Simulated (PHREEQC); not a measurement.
Consider water at 25 °C with 1.4 mmol/kgw H2S, 4.4 mmol/kgw Na2SO4, 21 mmol/kgw KCl and 71 mmol/kgw NH4Br. Closed to the air; pH follows from the charge balance.

Computed with PHREEQC (ion-association model, wateq4f.dat).

| quantity | before | after |
|---|---|---|
| pH | 4.87 | 7.15 |
| ionic strength (mol/kgw) | 0.103 | 0.104 |
| SO4-2 (mol/kgw) | 0.00314 | 0.00314 |
| H2S (mol/kgw) | 0.00138 | 0.000439 |
| NH4SO4- (mol/kgw) | 0.00104 | 0.00103 |
| KSO4- (mol/kgw) | 0.000165 | 0.000164 |
| SI of Halite (NaCl) | -5.54 | -5.48 |
| SI of Mirabilite (Na2SO4:10H2O) | -6.17 | -6.04 |

Question: Which change was made?
A) H2S replaced by NaHS at the same molality
B) NH4Br from 0.071 to 0.0781 mol/kgw
C) NH4Br from 0.071 to 0.106 mol/kgw
D) KCl from 0.021 to 0.0189 mol/kgw
E) Na2SO4 from 0.0044 to 0.022 mol/kgw

Answer: A, H2S replaced by NaHS at the same molality

This is a speciation only: nothing precipitates in the calculation.
